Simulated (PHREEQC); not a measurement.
Solution (20 °C): 0.0022 mol/kgw HF, 0.038 mol/kgw H2SiF6, 0.19 mol/kgw HBF4 and 0.074 mol/kgw HCl. Closed to the air; pH follows from the charge balance.

Model: ion-association model, wateq4f.dat, run in PHREEQC.

This is a speciation only: nothing precipitates in the calculation.

Task: Estimate the pH, ionic strength.

Result: pH 0.58; ionic strength 0.374 mol/kgw.

Task: In which forms is F present?

Result: BF4- 74 %, SiF6-2 23 %, HF 1.8 %, BF3OH- 1.0 % of the F.

Species that the database lacks are ignored. SiF6-2 is the database's only silicon fluoride. Real BF4- forms and hydrolyses slowly; the run takes it at equilibrium.
